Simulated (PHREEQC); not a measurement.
Consider water at 20 °C with 0.06 mol/kgw CsOH, 0.00029 mol/kgw K2SiO3, 0.00026 mol/kgw (CH3)4NCl and 0.00083 mol/kgw NaOH. Closed to the air; pH follows from the charge balance.

Model: ion-association model, wateq4f.dat, run in PHREEQC.

No solid was allowed to form.

**Question.** Estimate the pH.

**Answer.** pH 12.86.

**Question.** In which forms is Si present?

**Answer.** H3SiO4- 61 %, H2SiO4-2 39 % of the Si.

(CH3)4N+ isn't in the database: it is added as a free cation with an ion size of 4 Å.
